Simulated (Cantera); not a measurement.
Cantera run, input and output.

```python
import numpy as np
import cantera as ct

gas = ct.Solution("h2o2.yaml")


def delay(T, t_max=10):
    gas.TPX = T, 500000, {'H2': 1, 'O2': 0.357, 'N2': 1.96}
    reactor = ct.IdealGasReactor(gas, clone=False)
    net = ct.ReactorNet([reactor])
    net.rtol, net.atol = 1e-8, 1e-16
    while net.time < t_max:
        t_old, T_old = net.time, reactor.T
        net.step()
        if reactor.T > T + 400:  # ignition: a rise of 400 K
            return t_old + (T + 400 - T_old) / (reactor.T - T_old) * (net.time - t_old)
    return np.nan


taus = []
for T in [1275, 1375, 1475, 1575, 1675, 1775, 1875]:
    taus.append(delay(T))
    print(f"T0 = {T:6g} K   tau = {taus[-1]:.4e} s")
```

It prints:

```
T0 =   1275 K   tau = 9.7191e-06 s
T0 =   1375 K   tau = 5.5359e-06 s
T0 =   1475 K   tau = 3.7240e-06 s
T0 =   1575 K   tau = 2.7506e-06 s
T0 =   1675 K   tau = 2.1777e-06 s
T0 =   1775 K   tau = 1.8312e-06 s
T0 =   1875 K   tau = 1.6265e-06 s
```

Computed with Cantera and the H2/O2 subset of GRI-Mech 3.0, which has no nitrogen chemistry. The hydrogen kinetics of GRI-Mech 3.0 are dated; newer H2 mechanisms differ, most at raised pressure. Where the delays flatten at high temperature, the 400 K rule measures the pace of heat release, not the induction time.
